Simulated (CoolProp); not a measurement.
Vapour-liquid equilibrium of R13 (1) + R11 (2) at -58.45 °C; x and y are mole fractions of (1).

Values from CoolProp's multi-fluid Helmholtz-energy mixture model, Platzer 1990 and Jacobsen 1992; pair parameters Bell 2016. This equation is an older, rougher fit; its heat capacities, sound speeds and derivatives of the liquid may be far off and weren't checked against measurements.

```tsv
x	bubble pressure, mixture model (kPa)	bubble pressure, Raoult's law (kPa)	y, mixture model	y, Raoult's law
0.05	30.24	16.32	0.954	0.916
0.125	68.12	38.63	0.980	0.967
0.2	…	60.94	0.987	0.981
0.275	126.9	83.25	…	0.987
0.35	149.6	105.6	0.992	0.991
0.425	168.9	127.9	0.994	0.994
0.5	186.0	150.2	0.995	0.995
0.575	201.5	172.5	0.995	0.996
0.65	…	194.8	0.996	0.997
0.725	…	217.1	0.997	0.998
0.8	246.5	239.4	0.997	0.999
0.875	263.7	261.8	0.998	0.999
0.95	283.6	284.1	0.999	1.000
```

### Question
Fill in the missing entries.

### Answer

- 0.2, bubble pressure, mixture model (kPa): 100.1
- 0.275, y, mixture model: 0.990
- 0.65, bubble pressure, mixture model (kPa): 216.2
- 0.725, bubble pressure, mixture model (kPa): 231.0

The largest gap from Raoult's law is +85.3 % in bubble pressure, at x = 0.05. No azeotrope shows between x = 0.05 and 0.95.

The pair parameters rest on a limited set of measurements; away from them the model extrapolates. With so large a gap from Raoult's law the liquid may split in two, which this calculation doesn't test in full.
